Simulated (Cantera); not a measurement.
Input: 1 mol C, 0.31 mol H₂O, 0.2 mol N₂, at 1400 °C and 75.0 Torr.

Equilibrium computed with Cantera from the NASA thermochemical tables; the gas is ideal and each condensed phase is pure. Candidate condensed phases: C, C₆H₆, C₇H₈, C₈H₁₈, H₂O; 136 gas species. Rates play no part.

Base state: CO 0.378, H₂ 0.377, N₂ 0.243, HCN 0.000955, H 0.000221, HNC 2.67e-5, C₂H₂ (acetylene) 2.15e-5, CH₄ 1.73e-5 (mole fractions); condensed: C(graphite).

Q: What changes in the equilibrium state with this change: temperature from 1400 °C to 2200 °C?

A: 
```tsv
species	before	after
CO	0.378	0.370
H₂	0.377	0.336
N₂	0.243	0.229
H	0.000221	0.0409
HCN	0.000955	0.0183
C₂H	<1e-9	2.68e-5
CN	5.30e-9	0.000124
C₄H₂	<1e-9	1.29e-5
C(graphite), mol	0.689	0.667
```
